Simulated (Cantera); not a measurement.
Thermodynamics of carbothermic reduction, feed PbO + CH₄ + CO

Input: 1 mol PbO, 1.6 mol CH₄, 0.052 mol CO, held at 1925 K and 71.3 Torr.

Cantera equilibrium calculation (NASA polynomials, part measured and part estimated; ideal gas, pure solids and liquids). Candidate condensed phases: C, C₆H₆, C₇H₈, C₈H₁₈, H₂O, Pb, PbO, PbO₂, Pb₃O₄; 113 gas species. Kinetics and transport are ignored.

```yaml
x(H₂): 0.607
x(CO): 0.200
x(Pb): 0.190
x(H): 0.00242
x(C₂H₂ (acetylene)): 0.000278
x(Pb₂): 1.94e-5
x(CH₄): 1.83e-5
x(H₂O): 1.85e-6
x(CH₃): 1.45e-6
n(C(graphite)): 0.597 mol
gas_amount: 5.258 mol
log10 activity of Pb(l) (absent): -1.51
```
